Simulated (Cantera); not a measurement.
A Cantera script and its output.

```python
import numpy as np
import cantera as ct

surf = ct.Interface("ptcombust.yaml", "Pt_surf")
gas = surf.adjacent["gas"]
gas.TPX = 825, 440000, {'CO': 0.0028, 'O2': 0.15, 'N2': 0.79}
surf.TP = 825, 440000
reactor = ct.FlowReactor(gas, clone=False)
reactor.area = 0.0001  # m2
reactor.surface_area_to_volume_ratio = 270  # 1/m
reactor.mass_flow_rate = 0.85 * reactor.area * gas.density  # inlet velocity 0.85 m/s
reactor.energy_enabled = False
wall = ct.ReactorSurface(surf, reactor, clone=False)
net = ct.ReactorNet([reactor])
net.rtol, net.atol = 1e-8, 1e-16
show, cover = ['CO', 'O2', 'H2O', 'CO2'], ['PT(S)', 'H(S)', 'O(S)', 'OH(S)', 'CO(S)', 'C(S)']

rows = []
print(f"{'z/m':>9s}{'u/(m/s)':>9s}" + "".join(f"{s:>13s}" for s in show + cover))
for z in [0.0001, 0.00018, 0.00032, 0.00058, 0.001, 0.0018, 0.0032, 0.0058, 0.01]:
    net.advance(z)
    rows.append([reactor.speed, *gas[show].X, *surf[cover].coverages])
    print(f"{z:9.4g}{rows[-1][0]:9.3g}" + "".join(f"{x:13.4e}" for x in rows[-1][1:]))
```

Result:

```
      z/m  u/(m/s)           CO           O2          H2O          CO2        PT(S)         H(S)         O(S)        OH(S)        CO(S)         C(S)
   0.0001     0.85   2.9492e-03   1.5909e-01  -9.2593e-31   2.0738e-05   2.6088e-02  -7.9979e-29   9.7321e-01  -2.8686e-23   7.0237e-04   1.0789e-16
  0.00018     0.85   2.9328e-03   1.5908e-01  -6.8972e-31   3.7180e-05   2.6056e-02  -2.8732e-29   9.7325e-01  -9.7603e-24   6.9676e-04   1.0690e-16
  0.00032     0.85   2.9043e-03   1.5907e-01  -3.2531e-30   6.5642e-05   2.6003e-02  -1.2485e-27   9.7331e-01  -4.5471e-22   6.8713e-04   1.0520e-16
  0.00058     0.85   2.8526e-03   1.5905e-01   1.7650e-29   1.1747e-04   2.5906e-02   5.8407e-26   9.7342e-01   2.0552e-20   6.6979e-04   1.0215e-16
    0.001     0.85   2.7717e-03   1.5902e-01   1.1425e-29   1.9850e-04   2.5757e-02   8.0277e-25   9.7360e-01   2.8461e-19   6.4320e-04   9.7512e-17
   0.0018     0.85   2.6261e-03   1.5896e-01   8.8734e-30   3.4425e-04   2.5495e-02   1.3574e-25   9.7391e-01  -4.5306e-21   5.9693e-04   8.9549e-17
   0.0032     0.85   2.3954e-03   1.5886e-01   9.7152e-29   5.7533e-04   2.5097e-02  -6.5841e-26   9.7438e-01  -2.5087e-20   5.2736e-04   7.7839e-17
   0.0058     0.85   2.0328e-03   1.5871e-01   1.2254e-29   9.3849e-04   2.4508e-02   1.0019e-26   9.7507e-01  -2.2237e-20   4.2651e-04   6.1435e-17
     0.01    0.849   1.5804e-03   1.5852e-01  -2.0437e-29   1.3916e-03   2.3832e-02   5.8392e-24   9.7585e-01   2.4106e-18   3.1329e-04   4.3846e-17
```

Detailed kinetics in Cantera: Deutschmann's 1995 Pt surface mechanism with GRI-Mech 3.0 gas chemistry. Catalytic surfaces can have several steady states; this one follows from the mechanism file's or the stated starting coverage. Mass transfer to the wall is taken as infinitely fast.
